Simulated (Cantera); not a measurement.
An isothermal, constant-pressure homogeneous reactor starts with 86.2 % CH4, 13.8 % CO2, at 1550 K and 97.5 Torr.

Detailed kinetics in Cantera: GRI-Mech 3.0 (53 species, 325 reactions). GRI-Mech 3.0 stops at C3 and has no aromatics, soot or wall deposition, so with more carbon than oxygen in the feed, carbon stays in small species such as C2H2 where larger ones or solid carbon would form.

### Question
Predict: x(CH4) at 5.00 s; x(CO2) at 5.00 s; x(H2) at 5.00 s; x(CO) at 5.00 s; x(CH2O) at 5.00 s.

### Answer
- x(CH4) at 5.00 s: 0.0408 (gas-phase equilibrium 0.0149)
- x(CO2) at 5.00 s: 0.00300 (gas-phase equilibrium 8.55e-9)
- x(H2) at 5.00 s: 0.603 (gas-phase equilibrium 0.668)
- x(CO) at 5.00 s: 0.0910 (gas-phase equilibrium 0.140)
- x(CH2O) at 5.00 s: 3.85e-8 (gas-phase equilibrium 5.28e-9)
